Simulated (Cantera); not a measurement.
Charge: 1 mol C2H2, 0.014 mol O2, 0.51 mol H2, 0.12 mol NH3, equilibrated at 848 K and 7.50 Torr.

Equilibrium computed with Cantera from the NASA thermochemical tables; the gas is ideal and each condensed phase is pure. Candidate condensed phases: C, C6H6, C7H8, C8H18, H2O; 136 gas species. Equilibrium is a limit: real reactors are often held back by kinetics, nucleation or transport.

Base state: H2 0.945, N2 0.0340, CO 0.0147, CH4 0.00571, H2O 0.00103, CO2 4.95e-5 (mole fractions); condensed: C(graphite).

Question: What changes in the equilibrium state with this change: O2 from 0.014 to 0.41 mol?

Answer: 
```json
[
 {"species": "H2", "before": "0.945", "after": "0.661"},
 {"species": "CO", "before": "0.0147", "after": "0.280"},
 {"species": "N2", "before": "0.0340", "after": "0.0241"},
 {"species": "CO2", "before": "4.95e-5", "after": "0.0179"},
 {"species": "H2O", "before": "0.00103", "after": "0.0137"},
 {"species": "CH4", "before": "0.00571", "after": "0.00280"},
 {"species": "C(graphite), mol", "before": "1.96", "after": "1.25"}
]
```
